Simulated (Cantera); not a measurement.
A closed system holds: 1 mol Cu, 0.35 mol O2, 12 mol N2, equilibrated at 1127 °C and 0.100 bar.

These are equilibrium values from Cantera (NASA tables, ideal gas, pure condensed phases), not measurements of a reactor. Candidate condensed phases: Cu, CuO, Cu2O; 12 gas species. The numbers say what is thermodynamically allowed, not how fast it happens.

Base state: N2 0.992, O2 0.00819, NO 0.000160 (mole fractions); condensed: Cu2O(s).

Question: What changes in the equilibrium state with this change: temperature from 1127 °C to 552 °C?

Answer: 
| species | before | after |
|---|---|---|
| N2 | 0.992 | 1.000 |
| O2 | 0.00819 | 1.36e-6 |
| NO | 0.000160 | 8.71e-9 |
| Cu2O(s), mol | 0.500 | 0.300 |
| CuO(s), mol | 0 | 0.400 |
